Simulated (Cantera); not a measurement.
What does this Cantera script print?

```python
import numpy as np
import cantera as ct

gas_names = """
    CL CL2 H HCL H2 N NH NH2 NH3 N2 N2H2 N2H4 Si SiCL SiCL2 SiCL3 SiCL4 SiH SiHCL3 SiH2 SiH2CL2 SiH3
    SiH3CL SiH4 SiN Si2 Si2N Si3
""".split()
cond_names = """
    NH4CL(a) NH4CL(b) Si(cr) Si(L) Si3N4(a)
""".split()


# ... load() reads the species with a 1 bar reference pressure and builds the phases ...
atoms = {
    'SiCl4': {'Si': 1, 'CL': 4},
    'NH3': {'N': 1, 'H': 3},
    'H2': {'H': 2},
}
top_T = {'Si3N4(a)': 2400}  # K; cautious upper limits of use, not melting points


# ... equilibrate(T, P, feed) seeds the gas with the atoms and calls Mixture.equilibrate('TP', solver="vcs", rtol=1e-11, max_steps=5000) ...
results = []
feed = {'SiCl4': 1, 'NH3': 0.59, 'H2': 5.8}  # mol
P = 6300  # Pa
for T in [773, 973, 1173, 1373, 1573, 1773, 1973, 2173]:
    mix = equilibrate(T, P, feed)
    results.append((T, P, feed, dict(zip(mix.species_names, mix.species_moles))))

top = {s: max(r[3][s] / sum(r[3][g] for g in gas_names) for r in results) for s in gas_names}
cols = sorted((s for s in top if top[s] > 1e-06), key=lambda s: -top[s])[:6]
seen = [c for c in cond_names if any(r[3].get(c, 0) > 1e-12 for r in results)]
print("log10 of partial pressures in bar; condensed amounts in mol")
print(f"{'T/K':>10s}" + "".join(f"{s[:9]:>10s}" for s in cols + seen))
for T, P, feed, n in results:
    ng = sum(n[g] for g in gas_names)
    print(f"{T:10.4g}" + "".join(f"{np.log10(max(n[s] / ng * P / 1e5, 1e-99)):10.3f}" for s in cols)
          + "".join(f"{n.get(c, 0):10.4g}" for c in seen))
```

Result:

```
log10 of partial pressures in bar; condensed amounts in mol
       T/K        H2       HCL     SiCL2     SiCL4        N2         H  Si3N4(a)
       773    -1.342    -1.893   -10.948    -2.342    -3.803   -12.713    0.1373
       973    -1.347    -1.869    -6.847    -2.366    -4.334    -9.639    0.1445
      1173    -1.351    -1.851    -4.212    -2.415    -4.588    -7.604    0.1458
      1373    -1.379    -1.778    -2.809    -2.750    -3.875    -6.167    0.1386
      1573    -1.396    -1.814    -2.286    -3.693    -2.854    -5.089    0.0498
      1773    -1.397    -1.862    -2.172    -4.758    -2.683    -4.244         0
      1973    -1.401    -1.857    -2.167    -5.595    -2.685    -3.570         0
      2173    -1.412    -1.850    -2.189    -6.284    -2.690    -3.023         0
```

Method: chemical equilibrium by Gibbs-energy minimisation in Cantera with the NASA 1993 tables (ideal gas, pure condensed phases). The tables' values for SiCl3, SiCl, SiN are old estimates; treat these amounts as uncertain. Gases not in the tables: Si2H6 and higher silanes.
